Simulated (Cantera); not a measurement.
What does this Cantera script print?

```python
import numpy as np
import cantera as ct

gas_names = """
    F F2 H HF H2 H2F2 H3F3 H4F4 H5F5 H6F6 H7F7 N NF NF2 NF3 NH NH2 NH3 N2 N2H2 N2H4 Si SiF SiF2 SiF3
    SiF4 SiH SiHF3 SiH2 SiH2F2 SiH3 SiH3F SiH4 SiN Si2 Si2N Si3
""".split()
cond_names = """
    Si(cr) Si(L) Si3N4(a)
""".split()


def load(file, names, dense=False):
    # The tables refer to 1 bar. Condensed volumes are neglected.
    table = {s.name: s for s in ct.Species.list_from_file(file)}
    out = []
    for n in names:
        d = dict(table[n].input_data)
        d["thermo"] = dict(d["thermo"], **{"reference-pressure": 1e5})
        if dense:
            d["equation-of-state"] = {"model": "constant-volume", "density": "1e6 g/cm^3"}
        out.append(ct.Species.from_dict(d))
    return out


gas = ct.Solution(thermo="ideal-gas", species=load("nasa_gas.yaml", gas_names))
cond = {s.name: ct.Solution(thermo="fixed-stoichiometry", species=[s], name=s.name)
        for s in load("nasa_condensed.yaml", cond_names, dense=True)}
atoms = {
    'Si': {'Si': 1},
    'NF3': {'N': 1, 'F': 3},
    'H2': {'H': 2},
}
top_T = {'Si3N4(a)': 2400}  # K; cautious upper limits of use, not melting points


def equilibrate(T, P, feed):
    n = {}
    for name, mol in feed.items():
        for a, k in atoms[name].items():
            n[a] = n.get(a, 0.0) + k * mol
    gas.TPX = T, P, n
    mass = sum(n.values()) * gas.mean_molecular_weight
    gas.equilibrate("TP")
    valid = [c for c in cond.values() if c.min_temp <= T <= top_T.get(c.name, c.max_temp)]
    mix = ct.Mixture([(gas, mass / gas.mean_molecular_weight)] + [(c, 0.0) for c in valid])
    mix.T, mix.P = T, P
    mix.equilibrate("TP", solver="vcs", rtol=1e-11, max_steps=5000)
    return mix


results = []
T = 1098  # K
P = 9.9  # Pa
for m in [0.11, 0.19, 0.35, 0.64, 1.2, 2.1, 3.9, 7.1, 13, 24, 43, 78]:
    feed = {'Si': 1, 'NF3': 7.1, 'H2': m}  # mol
    mix = equilibrate(T, P, feed)
    results.append((T, P, feed, dict(zip(mix.species_names, mix.species_moles))))

top = {s: max(r[3][s] / sum(r[3][g] for g in gas_names) for r in results) for s in gas_names}
cols = sorted((s for s in top if top[s] > 1e-05), key=lambda s: -top[s])[:5]
seen = [c for c in cond_names if any(r[3].get(c, 0) > 1e-12 for r in results)]
print("log10 of partial pressures in bar; condensed amounts in mol")
print(f"{'n(H2)':>10s}" + "".join(f"{s[:9]:>10s}" for s in cols + seen))
for T, P, feed, n in results:
    ng = sum(n[g] for g in gas_names)
    print(f"{feed['H2']:10.4g}" + "".join(f"{np.log10(max(n[s] / ng * P / 1e5, 1e-99)):10.3f}" for s in cols)
          + "".join(f"{n.get(c, 0):10.4g}" for c in seen))
```

Result:

```
log10 of partial pressures in bar; condensed amounts in mol
     n(H2)         F        H2        HF        N2      SiF4
      0.11    -4.112   -31.552    -6.001    -4.793    -5.343
      0.19    -4.116   -31.069    -5.764    -4.793    -5.343
      0.35    -4.124   -30.522    -5.498    -4.793    -5.343
      0.64    -4.140   -29.967    -5.236    -4.793    -5.343
       1.2    -4.171   -29.358    -4.963    -4.793    -5.343
       2.1    -4.227   -28.760    -4.720    -4.793    -5.344
       3.9    -4.367   -27.944    -4.452    -4.793    -5.344
       7.1    -4.853   -26.452    -4.192    -4.794    -5.344
        13   -15.680    -4.784    -4.185    -4.872    -5.423
        24   -16.029    -4.389    -4.337    -5.025    -5.575
        43   -16.294    -4.218    -4.516    -5.204    -5.754
        78   -16.552    -4.123    -4.726    -5.414    -5.964
```

Cantera equilibrium calculation (NASA polynomials, part measured and part estimated; ideal gas, pure solids and liquids).
